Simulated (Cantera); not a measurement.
Input (Python, Cantera) and output of one run.

```python
import numpy as np
import cantera as ct

gas_names = """
    H2O2 H2O
""".split()
cond_names = """
    Nb(cr) Nb(L) Nb2O5(s) Nb2O5(L)
""".split()


# ... load() reads the species with a 1 bar reference pressure and builds the phases ...
species = {s.name: s for s in load("nasa_gas.yaml", gas_names) + load("nasa_condensed.yaml", cond_names)}
# Each term lists the table entries of one substance; the one whose range holds T is used.
reactions = {
    '2 Nb + 5 H2O2(g) = 5 H2O(g) + Nb2O5':
        [(-2, ['Nb(cr)', 'Nb(L)']), (-5, ['H2O2']), (5, ['H2O']), (1, ['Nb2O5(s)', 'Nb2O5(L)'])],
}


def pick(names, T):
    return next(species[n] for n in names if species[n].thermo.min_temp <= T <= species[n].thermo.max_temp)


results = []
for label, terms in reactions.items():
    print(label)
    print("     T/K   dH/kJ  dS/(J/K)   dG/kJ   log10 K")
    for T in [300, 2050, 2100, 2150, 2200, 2250]:
        used = [(nu, pick(names, T)) for nu, names in terms]
        dH = sum(nu * s.thermo.h(T) for nu, s in used) / 1e6
        dS = sum(nu * s.thermo.s(T) for nu, s in used) / 1e3
        dG = dH - T * dS / 1e3
        logK = -dG * 1e6 / (ct.gas_constant * T * np.log(10))
        results.append((label, T, dH, dS, dG, logK, [s.name for _, s in used]))
        print(f"{T:8g} {dH:8.1f} {dS:8.1f} {dG:8.1f} {logK:8.2f}")
```

Output:

```
2 Nb + 5 H2O2(g) = 5 H2O(g) + Nb2O5
     T/K   dH/kJ  dS/(J/K)   dG/kJ   log10 K
     300  -2427.1   -163.8  -2377.9   414.02
    2050  -2280.1    -58.5  -2160.1    55.04
    2100  -2277.0    -57.0  -2157.2    53.66
    2150  -2273.9    -55.5  -2154.4    52.34
    2200  -2270.8    -54.1  -2151.7    51.09
    2250  -2267.8    -52.8  -2149.0    49.89
```

Source: NASA polynomial tables (part measured, part estimated), evaluated in Cantera. Condensed species are held in their standard states even where they would react or evaporate.
